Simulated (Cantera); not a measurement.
## Ignition delay

Mixture: 6.35 % C2H4, 11.2 % O2, 73.0 % N2, 9.52 % CO2, equivalence ratio 1.7, at 1.78 atm, adiabatic and at constant volume. Ignition delay is the time to a rise of 400 K.

Model: GRI-Mech 3.0 (53 species, 325 reactions), integrated in Cantera. GRI-Mech 3.0 was tuned for natural gas; its chemistry of ethylene as a main component is partial and can be far from experiment. Where the delays flatten at high temperature, the 400 K rule measures the pace of heat release, not the induction time.

```tsv
T0 (K)	delay (ms)
1300	0.0980
1375	0.0472
1450	0.0295
1525	0.0208
1600	0.0157
1675	0.0123
1750	0.00999
1825	0.00826
1900	0.00693
```

The apparent activation energy between 1750 and 1900 K comes out as 67 kJ/mol.
